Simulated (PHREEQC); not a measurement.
Consider water at 62 °C with 0.018 mol CuSO4, 0.074 mol H2SO4 and 0.0014 mol FeCl3 per kg of water. It is in equilibrium with CO2 at log p = -1 (atm). Otherwise closed; pH follows from the charge balance.

Equilibrium calculation in PHREEQC: ion-association model, wateq4f.dat.

Precipitation was switched off in this run.

Problem. Order these Cu species by the share of Cu that they hold, largest first: CuCl+, Cu+2, CuSO4.

Solution. Cu+2 (74 %), CuSO4 (25 %), CuCl+ (1.4 %)

Problem. Order these Fe species by the share of Fe that they hold, largest first: Fe(SO4)2-, FeOH+2, Fe+3, FeHSO4+2, FeSO4+.

Solution. FeSO4+ (61 %), FeHSO4+2 (27 %), Fe(SO4)2- (5.9 %), Fe+3 (3.7 %), FeOH+2 (1.2 %)

The pH is 1.23 and the ionic strength 0.128 mol/kgw. Saturation is exceeded, for instance for Hematite (slow to form), Goethite (slow to form); the values hold only as long as no solid forms. Constants without temperature data keep their 25 °C values here.
